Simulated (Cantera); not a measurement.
**Thermodynamics of silicon epitaxy and polysilicon growth, feed Si3H8 + Cl2 + N2**

Input: 1 mol Si3H8, 0.13 mol Cl2, 210 mol N2, held at 1650 K and 10.0 Torr.

Equilibrium computed with Cantera from the NASA thermochemical tables; the gas is ideal and each condensed phase is pure. Candidate condensed phases: NH4Cl, Si, Si3N4; 28 gas species. The feed counts by its element totals alone. Equilibrium is a limit: real reactors are often held back by kinetics, nucleation or transport.

```
Quantity                              Value
--------------------------------  ---------
x(N2)                                 0.980
x(H2)                                0.0182
x(HCl)                              0.00115
x(H)                               0.000106
x(SiCl2)                            3.61e-5
x(Cl)                               5.24e-6
x(Si)                               2.83e-6
n(Si3N4(s))                       0.997 mol
gas amount                        212.1 mol
log10 activity of Si(s) (absent)      -0.85
```
